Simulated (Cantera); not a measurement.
A Cantera script and what it prints.

```python
import numpy as np
import cantera as ct

gas_names = """
    Mg MgN MgO MgS Mg2 N NO NO2 NO3 N2 N2O O O2 O3 S SN SO SO2 SO3 S2 S2O S8
""".split()
cond_names = """
    Mg(cr) Mg(L) MgO(s) MgO(L) MgS(s) MgSO4(s) MgSO4(L) S(cr1) S(cr2) S(L)
""".split()


# ... load() reads the species with a 1 bar reference pressure and builds the phases ...
atoms = {
    'MgO': {'Mg': 1, 'O': 1},
    'SO3': {'S': 1, 'O': 3},
    'N2': {'N': 2},
}
top_T = {'MgS(s)': 2250}  # K; cautious upper limits of use, not melting points


# ... equilibrate(T, P, feed) seeds the gas with the atoms and calls Mixture.equilibrate('TP', solver="vcs", rtol=1e-11, max_steps=5000) ...
results = []
feed = {'MgO': 1, 'SO3': 0.47, 'N2': 6.6}  # mol
T = 1398.15  # K
P = 3000  # Pa
mix = equilibrate(T, P, feed)
results.append((T, P, feed, dict(zip(mix.species_names, mix.species_moles))))
print(gas.report(threshold=0.0001))
for i in range(1, mix.n_phases):
    print(f"{mix.phase(i).name:16s} {mix.phase_moles(i):12.5e} mol")
```

Output:

```
       temperature   1398.2 K
          pressure   3000 Pa
           density   0.0078616 kg/m^3
  mean mol. weight   30.463 kg/kmol
   phase of matter   gas

                          1 kg             1 kmol
                     ---------------   ---------------
          enthalpy        5.6546e+05        1.7226e+07  J
   internal energy        1.8386e+05        5.6009e+06  J
           entropy            9117.3        2.7774e+05  J/K
    Gibbs function       -1.2182e+07        -3.711e+08  J
 heat capacity c_p            1178.6             35905  J/K
 heat capacity c_v            905.71             27591  J/K

                      mass frac. Y      mole frac. X     chem. pot. / RT
                     ---------------   ---------------   ---------------
                NO        0.00029502        0.00029951           -31.957
                N2           0.83077            0.9034           -29.407
                O2          0.033567          0.031957           -34.507
               SO2           0.13503          0.064214           -65.934
               SO3        0.00034159        0.00012998           -83.188
     [  +17 minor]        9.2974e-07        1.2292e-06

Mg(L)             0.00000e+00 mol
MgO(s)            1.00000e+00 mol
MgS(s)            0.00000e+00 mol
MgSO4(s)          0.00000e+00 mol
S(L)              0.00000e+00 mol
```

Equilibrium computed with Cantera from the NASA thermochemical tables; the gas is ideal and each condensed phase is pure.
